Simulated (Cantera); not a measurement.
A closed system holds: 1 mol FeS, 0.16 mol O2, 3 mol CO2, equilibrated at 2.40 bar.

Equilibrium computed with Cantera from the NASA thermochemical tables; the gas is ideal and each condensed phase is pure. Candidate condensed phases: C, Fe, Fe(CO)5, FeO, FeS, FeSO4, FeS2, Fe2O3, Fe2(SO4)3, Fe3O4, S; 25 gas species. Mutual solubility and eutectic melting of coexisting phases are not modelled. FeS: taken at fixed stoichiometry. Gases not in the tables: S3 to S7. The numbers say what is thermodynamically allowed, not how fast it happens.

x: gas mole fraction; n: condensed amount in mol.

```tsv
T (K)	x CO2	x CO	x SO2	x S2	n FeS(s)	n Fe3O4(s)
875	0.968	0.000258	0.0305	…	0.901	0.0331
925	0.968	0.000592	0.0304	…	0.899	0.0336
975	0.967	0.00125	0.0304	…	0.897	0.0342
1025	0.965	0.00243	0.0304	…	0.895	0.0350
1075	0.962	0.00444	0.0307	…	0.891	0.0362
1125	0.958	0.00765	0.0313	…	0.886	0.0379
1175	0.952	0.0125	0.0322	…	0.880	0.0402
1225	0.942	0.0194	0.0337	…	0.870	0.0433
1275	0.930	0.0288	0.0358	…	0.858	0.0473
1325	0.914	0.0410	0.0385	…	0.842	0.0525
```

Question: Complete the blanks.

Answer: 
- 875, x S2: 0.000645
- 925, x S2: 0.000857
- 975, x S2: 0.00111
- 1025, x S2: 0.00141
- 1075, x S2: 0.00177
- 1125, x S2: 0.00219
- 1175, x S2: 0.00268
- 1225, x S2: 0.00328
- 1275, x S2: 0.00401
- 1325, x S2: 0.00490
